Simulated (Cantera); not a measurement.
Input: 1 mol C2H2, 0.018 mol NH3, at 0.100 bar.

Method: chemical equilibrium by Gibbs-energy minimisation in Cantera with the NASA 1993 tables (ideal gas, pure condensed phases). Candidate condensed phases: C, C6H6, C7H8, C8H18; 92 gas species. Equilibrium is a limit: real reactors are often held back by kinetics, nucleation or transport.

### Question
At 2450 °C, list the 7 most abundant gas species with their mole fractions, and the condensed phases.

### Answer
H2 0.793, H 0.174, C2H2 (acetylene) 0.0203, HCN 0.00668, N2 0.00404, HNC 0.000989, C2H 0.000494. Condensed: C(graphite).
